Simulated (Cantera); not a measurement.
Charge: 1 mol Al, 0.066 mol O2, 5.6 mol H2, equilibrated at 75.0 Torr.

Cantera equilibrium calculation (NASA polynomials, part measured and part estimated; ideal gas, pure solids and liquids). Candidate condensed phases: Al, Al2O3, H2O; 19 gas species. Mutual solubility and eutectic melting of coexisting phases are not modelled. Equilibrium is a limit: real reactors are often held back by kinetics, nucleation or transport.

log p: log10 of the partial pressure in bar; n: condensed amount in mol.

```csv
T (K),log p H2,log p Al2O,log p Al,log p AlH,n Al(s),n Al2O3(s),n Al(l)
698,-1.00,<-13,<-13,<-13,0.912,0.0440,0
798,-1.00,<-13,<-13,(withheld),0.912,0.0440,0
898,-1.00,<-13,-12.18,(withheld),0.912,0.0440,0
998,-1.00,-11.72,-10.33,(withheld),0,0.0440,0.912
1098,-1.00,-9.88,-8.84,(withheld),0,0.0440,0.912
1198,-1.00,-8.36,-7.60,(withheld),0,0.0440,0.912
1298,-1.00,-7.08,-6.55,(withheld),0,0.0440,0.912
1398,-1.00,-5.99,-5.66,(withheld),0,0.0440,0.912
1498,-1.00,-5.05,-4.89,(withheld),0,0.0438,0.910
1598,-1.00,-4.23,-4.22,(withheld),0,0.0429,0.903
1698,-1.00,-3.52,-3.63,(withheld),0,0.0383,0.874
1798,-1.01,-2.89,-3.11,(withheld),0,0.0192,0.762
```

Q: Fill in the missing entries.

A: 
- 798, log p AlH: -12.75
- 898, log p AlH: -10.90
- 998, log p AlH: -9.47
- 1098, log p AlH: -8.33
- 1198, log p AlH: -7.38
- 1298, log p AlH: -6.58
- 1398, log p AlH: -5.90
- 1498, log p AlH: -5.31
- 1598, log p AlH: -4.80
- 1698, log p AlH: -4.35
- 1798, log p AlH: -3.95
